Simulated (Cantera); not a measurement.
A Cantera script and what it prints.

```python
import numpy as np
import cantera as ct

gas_names = [...]  # 113 gases of nasa_gas.yaml made of C, H, O, Ti
cond_names = """
    C(gr) C6H6(L) C7H8(L) C8H18(L),n-octa H2O(s) H2O(L) Ti(a) Ti(b) Ti(L) TiC(s) TiC(L) TiO(a) TiO(b)
    TiO(L) TiO2(ru) TiO2(L) Ti2O3(a) Ti2O3(b) Ti2O3(L) Ti3O5(a) Ti3O5(b) Ti3O5(L) Ti4O7(s) Ti4O7(L)
""".split()


# ... load() reads the species with a 1 bar reference pressure and builds the phases ...
atoms = {
    'TiO2': {'Ti': 1, 'O': 2},
    'CH4': {'C': 1, 'H': 4},
    'CO': {'C': 1, 'O': 1},
}
top_T = {'C(gr)': 4500}  # K; cautious upper limits of use, not melting points


# ... equilibrate(T, P, feed) seeds the gas with the atoms and calls Mixture.equilibrate('TP', solver="vcs", rtol=1e-11, max_steps=5000) ...
results = []
feed = {'TiO2': 1, 'CH4': 3.3, 'CO': 0.1}  # mol
P = 470  # Pa
for T in [1175, 1250, 1325, 1400, 1475, 1550, 1625, 1700, 1775, 1850, 1925, 2000, 2075]:
    mix = equilibrate(T, P, feed)
    results.append((T, P, feed, dict(zip(mix.species_names, mix.species_moles))))

top = {s: max(r[3][s] / sum(r[3][g] for g in gas_names) for r in results) for s in gas_names}
cols = sorted((s for s in top if top[s] > 0.0001), key=lambda s: -top[s])[:8]
seen = [c for c in cond_names if any(r[3].get(c, 0) > 1e-12 for r in results)]
print("log10 of partial pressures in bar; condensed amounts in mol")
print(f"{'T/K':>10s}" + "".join(f"{s[:9]:>10s}" for s in cols + seen))
for T, P, feed, n in results:
    ng = sum(n[g] for g in gas_names)
    print(f"{T:10.4g}" + "".join(f"{np.log10(max(n[s] / ng * P / 1e5, 1e-99)):10.3f}" for s in cols)
          + "".join(f"{n.get(c, 0):10.4g}" for c in seen))
```

It prints:

```
log10 of partial pressures in bar; condensed amounts in mol
       T/K        H2        CO         H C2H2,acet     C(gr)    TiC(s)  Ti3O5(b)
      1175    -2.411    -3.089    -8.117    -9.607     1.445    0.5705    0.1432
      1250    -2.448    -2.945    -7.540    -9.047    0.2999         1         0
      1325    -2.448    -2.945    -7.010    -8.518    0.2999         1         0
      1400    -2.448    -2.945    -6.537    -8.047    0.2999         1         0
      1475    -2.448    -2.945    -6.111    -7.624    0.2999         1         0
      1550    -2.448    -2.945    -5.726    -7.243    0.2997         1         0
      1625    -2.448    -2.945    -5.376    -6.897    0.2995         1         0
      1700    -2.449    -2.946    -5.056    -6.583     0.299         1         0
      1775    -2.450    -2.946    -4.763    -6.296    0.2981         1         0
      1850    -2.451    -2.947    -4.494    -6.034    0.2965         1         0
      1925    -2.454    -2.948    -4.247    -5.793     0.294         1         0
      2000    -2.459    -2.950    -4.018    -5.573      0.29         1         0
      2075    -2.465    -2.952    -3.807    -5.372     0.284         1         0
```

Method: chemical equilibrium by Gibbs-energy minimisation in Cantera with the NASA 1993 tables (ideal gas, pure condensed phases). Mutual solubility and eutectic melting of coexisting phases are not modelled. TiC: taken at fixed stoichiometry.
